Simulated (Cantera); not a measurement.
A perfectly stirred reactor is fed with 39.7 % H₂, 13.9 % O₂, 41.3 % N₂, 5.16 % H₂O, at 1.01 bar; it is adiabatic with a 700 K inlet, and is followed from long to short residence time, starting on the burning branch (τ in s: 0.046, 0.018, 0.0069, 0.0027, 0.001, 0.00041, 0.00016, 6.2e-05, 2.4e-05, 9.3e-06).

Cantera simulation using GRI-Mech 3.0 (53 species, 325 reactions); the numbers are that mechanism's predictions, not measurements.

x: mole fraction; the columns are a selection and need not sum to one.

| τ (s) | T (K) | x H₂ | x O₂ | x H₂O | x NO | x H₂O₂ | x NO₂ | x N₂O |
|---|---|---|---|---|---|---|---|---|
| 0.046 | 2558 | 0.136 | 0.000526 | 0.368 | 0.000876 | 6.93e-8 | 3.47e-8 | 3.89e-8 |
| 0.018 | 2549 | 0.136 | 0.000612 | 0.367 | 0.000788 | 7.58e-8 | 3.11e-8 | 3.65e-8 |
| 0.0069 | 2528 | 0.136 | 0.000825 | 0.365 | 0.000617 | 9.03e-8 | 2.41e-8 | … |
| 0.0027 | 2485 | 0.135 | 0.00130 | 0.361 | 0.000396 | 1.16e-7 | 1.49e-8 | … |
| 0.0010 | 2400 | 0.134 | 0.00234 | 0.353 | 0.000200 | 1.61e-7 | 6.99e-9 | … |
| 0.00041 | 2284 | 0.133 | 0.00400 | 0.342 | 9.91e-5 | 2.29e-7 | 3.25e-9 | 2.02e-8 |
| 0.00016 | 2123 | 0.131 | 0.00663 | 0.328 | 5.24e-5 | 3.81e-7 | 1.76e-9 | 2.01e-8 |
| 6.2e-5 | 1932 | 0.129 | 0.0104 | 0.314 | 3.10e-5 | 7.50e-7 | 1.20e-9 | 2.09e-8 |
| 2.4e-5 | 1725 | 0.129 | 0.0165 | 0.297 | 1.62e-5 | 1.64e-6 | 7.64e-10 | 2.08e-8 |
| 9.3e-6 | 1498 | 0.155 | 0.0328 | 0.263 | 5.53e-6 | 3.20e-6 | 3.45e-10 | … |

Problem. Complete the blanks.

Solution. 
- 0.0069, x N₂O: 3.24e-8
- 0.0027, x N₂O: 2.75e-8
- 0.0010, x N₂O: 2.27e-8
- 9.3e-6, x N₂O: 1.82e-8
